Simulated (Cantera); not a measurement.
Charge: 1 mol C3H6, 0.039 mol H2O, 3.4 mol N2, 0.00024 mol NH3, equilibrated at 550 Pa.

These are equilibrium values from Cantera (NASA tables, ideal gas, pure condensed phases), not measurements of a reactor. Candidate condensed phases: C, C6H6, C7H8, C8H18, H2O; 136 gas species. The numbers say what is thermodynamically allowed, not how fast it happens.

**Question.** At 2052 °C, list the 5 most abundant gas species with their mole fractions, and the condensed phases.

**Answer.** N2 0.490, H2 0.389, H 0.0925, HCN 0.0193, CO 0.00574. Condensed: C(graphite).
